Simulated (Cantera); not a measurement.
A closed system holds: 1 mol Si, 0.17 mol N2O, 8.4 mol N2, at 2023.15 K and 0.100 bar.

Equilibrium computed with Cantera from the NASA thermochemical tables; the gas is ideal and each condensed phase is pure. Candidate condensed phases: Si, SiO2, Si2N2O, Si3N4; 16 gas species. The tables' values for SiN are old estimates; treat these amounts as uncertain. Equilibrium is a limit: real reactors are often held back by kinetics, nucleation or transport.

Base state: N2 0.980, SiO 0.0194, Si 0.000570, Si2N 5.65e-5, SiN 4.40e-5 (mole fractions); condensed: Si(l).

**Question.** What changes in the equilibrium state with this change: temperature from 2023.15 K to 1175 K?

**Answer.** 
| species | before | after |
|---|---|---|
| N2 | 0.980 | 1.00 |
| SiO | 0.0194 | <1e-9 |
| Si | 0.000570 | <1e-9 |
| Si2N | 5.65e-5 | <1e-9 |
| SiN | 4.40e-5 | <1e-9 |
| Si(l), mol | 0.823 | 0 |
| Si2N2O(s), mol | 0 | 0.170 |
| Si3N4(s), mol | 0 | 0.220 |
Mutual solubility and eutectic melting of coexisting phases are not modelled.
